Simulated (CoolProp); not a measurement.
Vapour-liquid equilibrium of R113 (1) + n-hexane (2) at 0.991 MPa; x and y are mole fractions of (1).

Values from CoolProp's multi-fluid Helmholtz-energy mixture model, Marx 1992 and Thol 2019; pair parameters Bell 2016.

Task: Give the bubble temperature and the first vapour's composition at x = 0.275, 0.575, 0.875. Is there an azeotrope?

Result: x = 0.275: 153.8 °C, y = 0.367; x = 0.575: 146.0 °C, y = 0.655; x = 0.875: 140.5 °C, y = 0.899. No azeotrope shows between x = 0.05 and 0.95.

The pair parameters rest on a limited set of measurements; away from them the model extrapolates.
